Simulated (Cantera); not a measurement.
Charge: 1 mol Si, 0.22 mol O2, 1 mol N2, held at 2000 K and 0.0133 bar.

Method: chemical equilibrium by Gibbs-energy minimisation in Cantera with the NASA 1993 tables (ideal gas, pure condensed phases). Candidate condensed phases: Si, SiO2, Si2N2O, Si3N4; 16 gas species. The tables' values for SiN are old estimates; treat these amounts as uncertain. The numbers say what is thermodynamically allowed, not how fast it happens.

Base state: N2 0.692, SiO 0.305, Si 0.00327, Si2N 0.000107, SiN 8.17e-5, Si2 3.39e-5 (mole fractions); condensed: Si(l).

Task: What changes in the equilibrium state with this change: temperature from 2000 K to 1548.15 K?

Result: 
| species | before | after |
|---|---|---|
| N2 | 0.692 | 1.000 |
| SiO | 0.305 | 4.18e-5 |
| Si | 0.00327 | 1.03e-7 |
| Si2N | 0.000107 | <1e-9 |
| Si2 | 3.39e-5 | <1e-9 |
| Si(l), mol | 0.555 | 0 |
| Si2N2O(s), mol | 0 | 0.440 |
| Si3N4(s), mol | 0 | 0.0400 |
Mutual solubility and eutectic melting of coexisting phases are not modelled.
